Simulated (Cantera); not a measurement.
A Cantera script and its output.

```python
import numpy as np
import cantera as ct

gas = ct.Solution("gri30.yaml")
gas.TPX = 425, 250000, {'CH4': 1, 'C2H6': 0.1, 'O2': 2.8, 'N2': 10.1, 'H2O': 0.67}
flame = ct.FreeFlame(gas, width=0.021)
flame.set_refine_criteria(ratio=3, slope=0.08, curve=0.16)
flame.transport_model = "mixture-averaged"
flame.solve(loglevel=0, auto=True)
flame.transport_model = "multicomponent"
flame.soret_enabled = True
flame.solve(loglevel=0, refine_grid=True)
z, T = flame.grid, flame.T
thick = (T[-1] - T[0]) / np.gradient(T, z).max()
show = ['CH4', 'C2H6', 'O2', 'C2H2', 'H2', 'CH3']
print(f"laminar burning velocity  {flame.velocity[0] * 100:.3f} cm/s")
print(f"burnt temperature         {T[-1]:.1f} K")
print(f"thermal thickness         {thick * 1e3:.4f} mm")
print(f"grid points               {len(z)}")
z0 = z[flame.heat_release_rate.argmax()]
print(f"{'z/mm':>9s}{'T/K':>9s}{'u/(m/s)':>9s}" + "".join(f"{s:>11s}" for s in show))
rows = []
for k in (-3, -2, -1.5, -1, -0.5, -0.25, 0, 0.25, 0.5, 1, 2, 4, 8):
    zz = z0 + k * thick
    rows.append([k * thick, np.interp(zz, z, T), np.interp(zz, z, flame.velocity),
                 *(np.interp(zz, z, flame.X[gas.species_index(s)]) for s in show)])
    print(f"{rows[-1][0] * 1e3:9.3f}{rows[-1][1]:9.1f}{rows[-1][2]:9.3f}" + "".join(f"{x:11.3e}" for x in rows[-1][3:]))
```

It prints:

```
laminar burning velocity  36.718 cm/s
burnt temperature         2109.7 K
thermal thickness         0.2439 mm
grid points               144
     z/mm      T/K  u/(m/s)        CH4       C2H6         O2       C2H2         H2        CH3
   -0.732    425.5    0.368  6.808e-02  6.815e-03  1.908e-01  5.995e-09  3.867e-04  1.114e-10
   -0.488    428.7    0.371  6.773e-02  6.813e-03  1.906e-01  6.036e-08  9.468e-04  9.322e-10
   -0.366    441.4    0.382  6.668e-02  6.808e-03  1.900e-01  3.728e-07  1.655e-03  6.082e-09
   -0.244    525.9    0.456  6.169e-02  6.662e-03  1.846e-01  3.735e-06  3.124e-03  1.942e-07
   -0.122    936.5    0.820  4.231e-02  4.677e-03  1.496e-01  3.325e-05  6.090e-03  6.084e-05
   -0.061   1323.9    1.167  2.308e-02  1.994e-03  1.104e-01  7.785e-05  8.019e-03  6.244e-04
    0.000   1694.9    1.500  4.551e-03  9.454e-05  6.740e-02  1.037e-04  8.168e-03  8.243e-04
    0.061   1850.8    1.632  1.659e-04  8.012e-08  4.645e-02  7.031e-06  5.644e-03  5.046e-05
    0.122   1917.7    1.683  3.326e-06  3.148e-11  4.020e-02  1.008e-07  4.473e-03  1.190e-06
    0.244   1992.7    1.741  2.348e-09  1.399e-15  3.594e-02  3.577e-11  3.322e-03  1.046e-09
    0.488   2055.3    1.790  5.093e-14 -7.136e-16  3.323e-02 -1.774e-14  1.915e-03  3.092e-14
    0.975   2092.3    1.819  7.375e-16  3.570e-17  3.184e-02  1.861e-15  9.251e-04  1.323e-15
    1.951   2107.0    1.830 -2.948e-16 -1.385e-17  3.135e-02 -1.215e-15  5.298e-04 -3.698e-16
```

Model: GRI-Mech 3.0 (53 species, 325 reactions), integrated in Cantera. Burning velocities carry a grid error of a few per cent, more on coarse grids.
